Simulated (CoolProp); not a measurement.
Properties of carbonyl sulfide along the isobar 27600 kPa (Tc = 378.8 K, pc = 6369 kPa, ω = 0.098).

Model: reference Helmholtz-energy equation of state, Lemmon 2006, in CoolProp. It is a short technical equation, of lower accuracy than the large ones.

```json
[
 {"T (K)": "356.8", "phase": "liquid", "cp (kJ/(kg K))": "1.287", "cv (kJ/(kg K))": "0.7229", "speed of sound (m/s)": "678.1", "isothermal compressibility (1/MPa)": "0.004112", "expansivity (1/kK)": "2.473"},
 {"T (K)": "375.1", "phase": "liquid", "cp (kJ/(kg K))": "1.318", "cv (kJ/(kg K))": "0.7267", "speed of sound (m/s)": "621.9", "isothermal compressibility (1/MPa)": "0.005224", "expansivity (1/kK)": "2.718"},
 {"T (K)": "393.3", "phase": "supercritical", "cp (kJ/(kg K))": "1.350", "cv (kJ/(kg K))": "0.7308", "speed of sound (m/s)": "569.5", "isothermal compressibility (1/MPa)": "0.006682", "expansivity (1/kK)": "2.993"},
 {"T (K)": "411.6", "phase": "supercritical", "cp (kJ/(kg K))": "1.381", "cv (kJ/(kg K))": "0.7349", "speed of sound (m/s)": "521.3", "isothermal compressibility (1/MPa)": "0.008594", "expansivity (1/kK)": "3.294"},
 {"T (K)": "429.9", "phase": "supercritical", "cp (kJ/(kg K))": "1.408", "cv (kJ/(kg K))": "0.7390", "speed of sound (m/s)": "478.3", "isothermal compressibility (1/MPa)": "0.01103", "expansivity (1/kK)": "3.601"},
 {"T (K)": "448.2", "phase": "supercritical", "cp (kJ/(kg K))": "1.428", "cv (kJ/(kg K))": "0.7428", "speed of sound (m/s)": "441.3", "isothermal compressibility (1/MPa)": "0.01399", "expansivity (1/kK)": "3.884"},
 {"T (K)": "466.5", "phase": "supercritical", "cp (kJ/(kg K))": "1.435", "cv (kJ/(kg K))": "0.7463", "speed of sound (m/s)": "411.0", "isothermal compressibility (1/MPa)": "0.01737", "expansivity (1/kK)": "4.101"},
 {"T (K)": "484.8", "phase": "supercritical", "cp (kJ/(kg K))": "1.428", "cv (kJ/(kg K))": "0.7494", "speed of sound (m/s)": "387.5", "isothermal compressibility (1/MPa)": "0.02089", "expansivity (1/kK)": "4.214"},
 {"T (K)": "503.1", "phase": "supercritical", "cp (kJ/(kg K))": "1.406", "cv (kJ/(kg K))": "0.7520", "speed of sound (m/s)": "370.6", "isothermal compressibility (1/MPa)": "0.02420", "expansivity (1/kK)": "4.205"},
 {"T (K)": "521.3", "phase": "supercritical", "cp (kJ/(kg K))": "1.373", "cv (kJ/(kg K))": "0.7542", "speed of sound (m/s)": "359.5", "isothermal compressibility (1/MPa)": "0.02702", "expansivity (1/kK)": "4.088"},
 {"T (K)": "539.6", "phase": "supercritical", "cp (kJ/(kg K))": "1.334", "cv (kJ/(kg K))": "0.7562", "speed of sound (m/s)": "352.8", "isothermal compressibility (1/MPa)": "0.02924", "expansivity (1/kK)": "3.894"},
 {"T (K)": "557.9", "phase": "supercritical", "cp (kJ/(kg K))": "1.293", "cv (kJ/(kg K))": "0.7581", "speed of sound (m/s)": "349.6", "isothermal compressibility (1/MPa)": "0.03088", "expansivity (1/kK)": "3.661"},
 {"T (K)": "576.2", "phase": "supercritical", "cp (kJ/(kg K))": "1.255", "cv (kJ/(kg K))": "0.7600", "speed of sound (m/s)": "348.8", "isothermal compressibility (1/MPa)": "0.03203", "expansivity (1/kK)": "3.416"}
]
```
